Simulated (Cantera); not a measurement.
Mixture: CH4 : C2H6 : O2 : N2 = 1 : 0.14 : 3.28 : 12.3 (molar parts), at 3.55 atm, adiabatic and at constant pressure. Ignition delay is the time to a rise of 400 K.

Detailed kinetics in Cantera: GRI-Mech 3.0 (53 species, 325 reactions).

Problem. At T0 = 1600 K, what is the delay, and which 5 reactions control it most (d ln τ / d ln k, from doubling and halving each rate constant)?

Solution. The delay is 39.3 µs.
```
reaction                 d ln τ / d ln k   faster rate
-----------------------  ---------------  ------------
H + O2 <=> O + OH                  -0.57   shortens it
CH3 + HO2 <=> CH3O + OH            -0.36   shortens it
CH4 + H <=> CH3 + H2                0.29  lengthens it
CH4 + OH <=> CH3 + H2O              0.21  lengthens it
CH3 + O2 <=> CH3O + O              -0.16   shortens it
```
